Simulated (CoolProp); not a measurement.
Vapour pressure (MPa) of CH3F (R41): the reference equation beside estimates from Tc = 44.1 °C, pc = 5.906 MPa, ω = 0.200.

Values from CoolProp's reference Helmholtz-energy equation of state, Lemmon 2006. It is a short technical equation, of lower accuracy than the large ones.

```csv
T (°C),reference,van der Waals,Soave-Redlich-Kwong
-41.95,0.5338,…,0.5379
-34.05,0.7127,1.707,0.7224
-26.25,0.9303,1.990,0.9474
-18.45,1.195,2.301,1.221
-10.55,…,2.645,1.553
-2.75,1.892,3.015,1.942
5.15,2.341,3.420,2.403
12.95,2.858,3.853,2.933
20.85,3.468,4.323,3.549
28.65,4.165,4.820,4.245
36.55,4.983,5.358,…
```

Some entries are withheld; supply them.


- -41.95, van der Waals: 1.449
- -10.55, reference: 1.516
- 36.55, Soave-Redlich-Kwong: 5.044

Absolute difference from the reference over all 11 rows, mean and median: van der Waals 70.9 and 59.4 %, Soave-Redlich-Kwong 2.0 and 2.2 %.
